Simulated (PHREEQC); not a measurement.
## Ultrapure water in contact with air or piping: speciation

Synthetic water in mg/L, 8.6 °C, pH 6.8, pe 12:

```json
[
 {"constituent": "Na", "mg/L": "0.0296"},
 {"constituent": "K", "mg/L": "0.000368"},
 {"constituent": "Ca", "mg/L": "0.0386"},
 {"constituent": "Mg", "mg/L": "0.0686"},
 {"constituent": "Cl", "mg/L": "0.0898"},
 {"constituent": "S(6) as SO4", "mg/L": "0.213"},
 {"constituent": "Alkalinity as HCO3", "mg/L": "0.119"},
 {"constituent": "Li", "mg/L": "0.000214"},
 {"constituent": "Ni", "mg/L": "0.000334"},
 {"constituent": "Br", "mg/L": "0.00112"},
 {"constituent": "Pb", "mg/L": "0.0435"}
]
```

Valence states are taken as typed.

Model: ion-association model, wateq4f.dat, run in PHREEQC.

Each row changes one thing in this solution. No solid was allowed to form.

```tsv
case	HCO3- (mol/kgw)	CO2 (mol/kgw)	PbOH+ (mol/kgw)	PbCO3 (mol/kgw)	CO3-2 (mol/kgw)	PbHCO3+ (mol/kgw)	SI of Pb(OH)2 (Pb(OH)2)	SI of Cerrusite (PbCO3)
as made	2.07e-6	9.79e-7	2.25e-8	1.28e-9	4.12e-10	2.99e-10	-1.89	-2.79
Cl from 0.0898 to 0.18 mg/L	2.07e-6	9.78e-7	2.25e-8	1.28e-9	4.13e-10	2.99e-10	-1.89	-2.79
pH from 6.8 to 6.3 at the same alkalinity	2.44e-6	(withheld)	7.72e-9	5.19e-10	1.54e-10	3.83e-10	-2.85	-3.19
pH from 6.8 to 5.8 at the same alkalinity	(withheld)	1.68e-5	(withheld)	2.44e-10	7.06e-11	5.69e-10	-3.84	-3.52
```

What belongs in the gaps?


- pH from 6.8 to 6.3 at the same alkalinity, CO2 (mol/kgw): 3.65e-6
- pH from 6.8 to 5.8 at the same alkalinity, HCO3- (mol/kgw): 3.54e-6
- pH from 6.8 to 5.8 at the same alkalinity, PbOH+ (mol/kgw): 2.50e-9

Away from 25 °C the constants follow the database's enthalpies or fits; those with neither stay at their 25 °C values.
